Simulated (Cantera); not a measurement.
A perfectly stirred reactor is fed with 36.2 % CO, 1.49 % H2, 12.6 % O2, 47.1 % N2, 2.61 % H2O, at 760 Torr; it is adiabatic with a 673 K inlet, and is followed from long to short residence time, starting on the burning branch (τ in s: 0.23, 0.064, 0.018, 0.0051, 0.0014, 0.00041, 0.00012, 3.3e-05, 9.2e-06).

Cantera simulation using GRI-Mech 3.0 (53 species, 325 reactions); the numbers are that mechanism's predictions, not measurements.

One state of this run: T (K) = 2477; x CO = 0.154; x H2 = 0.00387; x O2 = 0.00536; x H2O = 0.0396; x N2O = 1.22e-7. x: mole fraction; the columns are a selection and need not sum to one.

Q: Which value of τ (s) does it belong to?
(A) 0.0014
(B) 0.00012
(C) 0.064
(D) 9.2e-6

A: C, 0.064
